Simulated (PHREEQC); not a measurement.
Dissolve 5.4 mmol/kgw MgCl2, 0.51 mmol/kgw Na2HPO4 and 0.17 mmol/kgw KCl at 20 °C. Closed to the air; pH follows from the charge balance.

Equilibrium calculation in PHREEQC: ion-association model, phreeqc.dat.

No solid was allowed to form.

Problem. Predict the pH, specific conductance.

Solution. pH 7.79; specific conductance 1150 µS/cm.

Problem. In which forms is Mg present?

Solution. Mg+2 95 %, MgHPO4 4.5 %, MgPO4- 0.7 % of the Mg.

Species that the database lacks are ignored.
